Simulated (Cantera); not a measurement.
What does this Cantera script print?

```python
import numpy as np
import cantera as ct

gas_names = """
    B BH BH2 BH3 BN BO BO2 B2 B2O B2O2 B2O3 B3O3H3 H HBO HBO2 HNO HNO2 HNO3 HO2 H2 H2O H2O2 H3B3O6 N NH
    NH2 NH3 NH2OH NO NO2 NO3 N2 N2H2 N2H4 N2O O OH O2 O3
""".split()
cond_names = """
    B(b) B(L) BN(s) B2O3(L) B3O3H3(cr) H2O(s) H2O(L)
""".split()


# ... load() reads the species with a 1 bar reference pressure and builds the phases ...
atoms = {
    'B2O3': {'B': 2, 'O': 3},
    'H2': {'H': 2},
    'NH3': {'N': 1, 'H': 3},
}
top_T = {'BN(s)': 3200}  # K; cautious upper limits of use, not melting points


# ... equilibrate(T, P, feed) seeds the gas with the atoms and calls Mixture.equilibrate('TP', solver="vcs", rtol=1e-11, max_steps=5000) ...
results = []
feed = {'B2O3': 1, 'H2': 1.6, 'NH3': 0.011}  # mol
P = 2200  # Pa
for T in [1648, 1698, 1748, 1798, 1848, 1898, 1948, 1998, 2048, 2098, 2148, 2198, 2248]:
    mix = equilibrate(T, P, feed)
    results.append((T, P, feed, dict(zip(mix.species_names, mix.species_moles))))

top = {s: max(r[3][s] / sum(r[3][g] for g in gas_names) for r in results) for s in gas_names}
cols = sorted((s for s in top if top[s] > 1e-06), key=lambda s: -top[s])[:8]
seen = [c for c in cond_names if any(r[3].get(c, 0) > 1e-12 for r in results)]
print("log10 of partial pressures in bar; condensed amounts in mol")
print(f"{'T/K':>10s}" + "".join(f"{s[:9]:>10s}" for s in cols + seen))
for T, P, feed, n in results:
    ng = sum(n[g] for g in gas_names)
    print(f"{T:10.4g}" + "".join(f"{np.log10(max(n[s] / ng * P / 1e5, 1e-99)):10.3f}" for s in cols)
          + "".join(f"{n.get(c, 0):10.4g}" for c in seen))
```

It prints:

```
log10 of partial pressures in bar; condensed amounts in mol
       T/K        H2      B2O3      HBO2       HBO        BO         H      B2O2       H2O   B2O3(L)
      1648    -1.684    -3.473    -3.378    -3.407    -5.286    -4.892    -4.416    -4.556    0.9401
      1698    -1.705    -3.120    -3.162    -3.231    -4.916    -4.692    -4.090    -4.428    0.8826
      1748    -1.742    -2.789    -2.964    -3.079    -4.573    -4.512    -3.793    -4.317     0.767
      1798    -1.812    -2.477    -2.788    -2.960    -4.256    -4.359    -3.527    -4.234    0.5189
      1848    -1.932    -2.215    -2.659    -2.898    -3.979    -4.242    -3.322    -4.196         0
      1898    -1.937    -2.223    -2.642    -2.880    -3.813    -4.075    -3.318    -4.116         0
      1948    -1.942    -2.232    -2.627    -2.865    -3.657    -3.918    -3.318    -4.039         0
      1998    -1.947    -2.241    -2.612    -2.852    -3.511    -3.768    -3.321    -3.965         0
      2048    -1.953    -2.252    -2.597    -2.844    -3.375    -3.627    -3.329    -3.892         0
      2098    -1.961    -2.264    -2.584    -2.839    -3.248    -3.492    -3.342    -3.820         0
      2148    -1.969    -2.278    -2.570    -2.838    -3.130    -3.365    -3.361    -3.749         0
      2198    -1.979    -2.293    -2.558    -2.842    -3.021    -3.244    -3.386    -3.679         0
      2248    -1.991    -2.311    -2.546    -2.850    -2.921    -3.129    -3.417    -3.610         0
```

These are equilibrium values from Cantera (NASA tables, ideal gas, pure condensed phases), not measurements of a reactor.
